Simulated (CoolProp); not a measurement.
Vapour-liquid equilibrium of carbonyl sulfide (1) + propane (2) at 343.9 K; x and y are mole fractions of (1).

The numbers come from the multi-fluid Helmholtz-energy mixture model, Lemmon 2006 and Lemmon 2009; pair parameters Bell 2016 in CoolProp.

```tsv
x	bubble pressure, mixture model (bar)	bubble pressure, Raoult's law (bar)	y, mixture model	y, Raoult's law
0.05	26.75	26.66	0.059	0.064
0.125	27.44	27.27	0.144	0.158
0.2	28.09	27.88	0.226	0.247
0.275	28.71	28.49	0.305	0.332
0.35	29.29	29.10	0.382	0.414
0.425	29.86	29.71	0.458	0.492
0.5	30.41	30.32	0.533	0.567
0.575	30.96	30.93	0.607	0.639
0.65	31.52	31.54	0.680	0.709
0.725	32.09	32.15	0.751	0.775
0.8	32.67	32.76	0.822	0.840
0.875	33.29	33.37	0.890	0.902
0.95	33.93	33.98	0.957	0.961
```

The largest gap from Raoult's law is +0.8 % in bubble pressure, at x = 0.2. No azeotrope shows between x = 0.05 and 0.95.

The pair parameters rest on a limited set of measurements; away from them the model extrapolates.
